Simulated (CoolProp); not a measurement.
Model: reference Helmholtz-energy equation of state, Lemmon 2006, in CoolProp. It is a short technical equation, of lower accuracy than the large ones.

Give the vapour pressure (bar), liquid density (kg/m³), vapour density (kg/m³), enthalpy of vaporisation (kJ/kg) of saturated CH3F (R41) at 281.6, 310.3 K.


```csv
T (K),p (bar),liquid density (kg/m³),vapour density (kg/m³),enthalpy of vaporisation (kJ/kg)
281.6,25.5,648,55.2,306
310.3,50.5,490,153,158
```
